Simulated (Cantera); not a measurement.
**Oxide etching and cleaning by halides: B2O3 + F2 + O2**

A closed system holds: 1 mol B2O3, 0.72 mol F2, a varied amount of O2, held at 1200 K and 47.0 mbar.

These are equilibrium values from Cantera (NASA tables, ideal gas, pure condensed phases), not measurements of a reactor. Candidate condensed phases: B, B2O3; 21 gas species. The numbers say what is thermodynamically allowed, not how fast it happens.

```csv
n(O2) (mol),x O2,x BF3,x B3O3F3,x BOF,x BOF2,x B2O3,n B2O3(l)
0.37,0.599,0.345,0.0450,0.0110,6.46e-5,1.96e-7,0.701
0.57,0.655,0.296,0.0386,0.0105,5.96e-5,1.96e-7,0.700
0.87,0.715,0.244,0.0318,0.00984,5.35e-5,1.96e-7,0.700
1.3,0.771,0.194,0.0254,0.00912,4.69e-5,1.96e-7,0.699
2,0.826,0.146,0.0191,0.00830,3.95e-5,1.96e-7,0.698
3.1,0.874,0.105,0.0137,0.00743,3.21e-5,1.96e-7,0.696
4.7,0.909,0.0743,0.00970,0.00662,2.58e-5,1.96e-7,0.694
7.2,0.937,0.0509,0.00664,0.00583,2.02e-5,1.96e-7,0.691
11,0.956,0.0342,0.00447,0.00511,1.56e-5,1.96e-7,0.687
17,0.970,0.0224,0.00293,0.00444,1.18e-5,1.96e-7,0.681
```
x: gas mole fraction; n: condensed amount in mol.

From 0.37 mol O2 to 17 mol O2 the condensed part is B2O3(l). The main B-bearing gas is BF3 throughout. The share of B in condensed phases is highest at 0.37 mol O2 (70.1 %) and lowest at 17 mol O2 (68.1 %).
